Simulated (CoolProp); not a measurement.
Vapour-liquid equilibrium of propylene (1) + R152A (2) at 199.5 K; x and y are mole fractions of (1).

Model: multi-fluid Helmholtz-energy mixture model, Lemmon 2013 and Outcalt 1996; pair parameters Bell 2016, in CoolProp.

```csv
x,bubble pressure (bar),y at the bubble point,dew pressure at overall composition x (bar),liquid density (mol/L)
0.05,0.09842,0.431,0.06154,16.68
0.2,0.1775,0.721,0.07224,16.35
0.35,0.2159,0.793,0.08738,16.06
0.5,0.2338,0.824,0.1104,15.80
0.65,0.2441,0.847,0.1490,15.58
0.8,0.2531,0.879,0.2202,15.40
0.95,0.2599,0.954,0.2598,15.27
```

No azeotrope shows between x = 0.05 and 0.95.

The pair parameters rest on a limited set of measurements; away from them the model extrapolates. With so large a gap from Raoult's law the liquid may split in two, which this calculation doesn't test in full.
